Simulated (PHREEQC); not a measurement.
A solution holds 0.019 mol/kgw HNO3, 0.0026 mol/kgw Al(NO3)3 and 1.6e-05 mol/kgw CO2, at 43 °C. Closed to the air; pH follows from the charge balance.

Model: ion-association model, phreeqc.dat, run in PHREEQC.

| quantity | before | after |
|---|---|---|
| pH | 1.78 | 1.61 |
| HCO3- (mol/kgw) | 5.93e-10 | 4.07e-10 |

Question: Name the change that produced these shifts.
(A) temperature from 43 to 5 °C
(B) Al(NO3)3 left out
(C) HNO3 left out
(D) Al(NO3)3 from 0.0026 to 0.0013 mol/kgw
(E) HNO3 from 0.019 to 0.0285 mol/kgw

Answer: E, HNO3 from 0.019 to 0.0285 mol/kgw

No solid was allowed to form. At this temperature some constants are extrapolated from 25 °C, and those without enthalpy data are left unchanged.
